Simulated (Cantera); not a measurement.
An isothermal, constant-pressure homogeneous reactor starts with H2 : O2 : N2 = 1.2 : 1 : 0.66 (molar parts), equivalence ratio 0.60, at 1075 K and 100.0 Torr.

Cantera simulation using GRI-Mech 3.0 (53 species, 325 reactions); the numbers are that mechanism's predictions, not measurements. The temperature is held fixed by assumption; the heat of reaction is taken as removed at once.

x: mole fraction; the columns are a selection and need not sum to one.

```
t (s)         x H2   x O2    x H2O2    x N2O  x OH
--------  --------  -----  --------  -------  ----
0.000600    0.0180  0.182   9.89e-6  6.91e-9     ?
0.00157    0.00213  0.178   5.75e-6  1.02e-8     ?
0.00411   0.000440  0.177   2.45e-6  1.11e-8     ?
0.0107     7.43e-5  0.177   8.25e-7  1.15e-8     ?
0.0281     8.64e-6  0.177   2.68e-7  1.17e-8     ?
0.0735     8.33e-7  0.177   8.74e-8  1.18e-8     ?
0.192      1.40e-7  0.177   3.06e-8  1.18e-8     ?
0.503      4.19e-8  0.177   1.14e-8  1.19e-8     ?
1.32       1.47e-8  0.177   4.39e-9  1.18e-8     ?
3.44       5.76e-9  0.177   1.76e-9  1.16e-8     ?
9.00       3.00e-9  0.177  8.20e-10  1.10e-8     ?
```

Q: Some entries are withheld; supply them.

A: 
- 0.000600, x OH: 0.00397
- 0.00157, x OH: 0.000569
- 0.00411, x OH: 0.000207
- 0.0107, x OH: 9.66e-5
- 0.0281, x OH: 4.72e-5
- 0.0735, x OH: 2.43e-5
- 0.192, x OH: 1.35e-5
- 0.503, x OH: 7.92e-6
- 1.32, x OH: 4.79e-6
- 3.44, x OH: 2.98e-6
- 9.00, x OH: 2.01e-6
